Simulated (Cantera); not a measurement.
## Transport properties of process gases

Gas mixture: 100 % O₂, at 0.0375 atm, frozen composition.

Cantera's kinetic-theory transport with the Lennard-Jones parameters of GRI-Mech 3.0, ideal gas; thermal conductivity in the multicomponent form.

```tsv
T (K)	ρ (kg/m³)	cp (J/kg/K)	μ (µPa s)	λ (mW/m/K)	Pr	D (cm²/s) H	D (cm²/s) CH₃	D (cm²/s) N₂
400	0.0366	941.4	25.6	33.9	0.712	56.7	10.1	9.21
550	0.0266	987.2	32.1	44.6	0.711	98.5	17.5	15.9
700	0.0209	1031	37.8	54.9	0.710	149	26.5	23.9
850	0.0172	1065	43.0	64.6	0.709	206	36.8	33.1
1000	0.0146	1090	47.9	73.7	0.709	271	48.3	43.4
1150	0.0127	1109	52.5	82.1	0.709	343	61.0	54.8
1300	0.0112	1125	56.9	90.3	0.708	420	74.9	67.2
```
D: mixture-averaged diffusion coefficient of that species in the mixture.
